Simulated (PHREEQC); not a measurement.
**Hard or scaling water: speciation**

Dissolve 20 mmol/kgw CaCl2, 11 mmol/kgw CO2 and 3.3 mmol/kgw MgSO4 at 25 °C. Closed to the air; pH follows from the charge balance.

Computed with PHREEQC (ion-association model, phreeqc.dat).

Each row changes one thing in this solution. No solid was allowed to form.

```csv
case,pH,ionic strength (mol/kgw),Mg+2 (mol/kgw),SO4-2 (mol/kgw),MgSO4 (mol/kgw),HCO3- (mol/kgw)
as made,4.14,0.0677,0.00305,0.00189,0.000252,8.37e-5
temperature from 25 to 85 °C,4.17,0.0664,0.00274,0.00157,0.000562,9.15e-5
diluted 10-fold with water,4.66,0.00711,0.000320,0.000272,1.02e-5,2.38e-5
CaCl2 replaced by KCl at the same molality,4.17,…,0.00281,0.00261,0.000487,8.55e-5
CaCl2 left out,4.18,0.0105,0.00260,0.00259,0.000698,8.22e-5
MgSO4 from 0.0033 to 0.00066 mol/kgw,4.13,0.0616,0.000648,0.000387,1.16e-5,8.06e-5
MgSO4 from 0.0033 to 0.0066 mol/kgw,4.15,0.0749,0.00572,0.00370,0.000874,8.70e-5
temperature from 25 to 40 °C,4.12,…,0.00297,0.00180,0.000325,8.99e-5
```

### Question
Some entries are withheld; supply them.

### Answer

- CaCl2 replaced by KCl at the same molality, ionic strength (mol/kgw): 0.0309
- temperature from 25 to 40 °C, ionic strength (mol/kgw): 0.0673

Constants without temperature data keep their 25 °C values here.
